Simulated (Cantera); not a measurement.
What does this Cantera script print?

```python
import numpy as np
import cantera as ct

gas = ct.Solution("gri30.yaml", transport_model="mixture-averaged")
show = ['N2', 'H2O', 'CO2']

rows = []
print(f"{'T/K':>7s}{'rho':>11s}{'cp':>10s}{'mu':>11s}{'lambda':>11s}{'Pr':>7s}" + "".join(f"{'D_' + s:>11s}" for s in show))
for T in [400, 550, 700, 850, 1000, 1150, 1300]:
    gas.TPX = T, 15, {'NO': 0.38}
    Pr = gas.cp_mass * gas.viscosity / gas.thermal_conductivity
    D = [gas.mix_diff_coeffs_mole[gas.species_index(s)] for s in show]
    rows.append([gas.density, gas.cp_mass, gas.viscosity, gas.thermal_conductivity, Pr, *D])
    print(f"{T:7g}{gas.density:11.4e}{gas.cp_mass:10.1f}{gas.viscosity:11.4e}"
          f"{gas.thermal_conductivity:11.4e}{Pr:7.3f}" + "".join(f"{d:11.4e}" for d in D))
print("SI units: kg/m3, J/kg/K, Pa s, W/m/K, m2/s")
```

It prints:

```
    T/K        rho        cp         mu     lambda     Pr       D_N2      D_H2O      D_CO2
    400 1.3533e-04     998.6 2.3120e-05 3.2415e-02  0.712 2.2883e-01 2.6406e-01 1.7628e-01
    550 9.8424e-05    1028.1 2.8863e-05 4.1984e-02  0.707 3.9446e-01 4.7873e-01 3.0942e-01
    700 7.7333e-05    1067.4 3.3953e-05 5.1279e-02  0.707 5.9266e-01 7.4097e-01 4.6946e-01
    850 6.3686e-05    1103.5 3.8609e-05 6.0168e-02  0.708 8.2064e-01 1.0456e+00 6.5390e-01
   1000 5.4133e-05    1132.7 4.2948e-05 6.8643e-02  0.709 1.0764e+00 1.3890e+00 8.6095e-01
   1150 4.7073e-05    1153.1 4.7043e-05 7.6728e-02  0.707 1.3584e+00 1.7685e+00 1.0893e+00
   1300 4.1641e-05    1170.7 5.0942e-05 8.4459e-02  0.706 1.6654e+00 2.1818e+00 1.3378e+00
SI units: kg/m3, J/kg/K, Pa s, W/m/K, m2/s
```

Cantera simulation using GRI-Mech 3.0 (53 species, 325 reactions); the numbers are that mechanism's predictions, not measurements. The composition is frozen, though it would react at the higher temperatures.
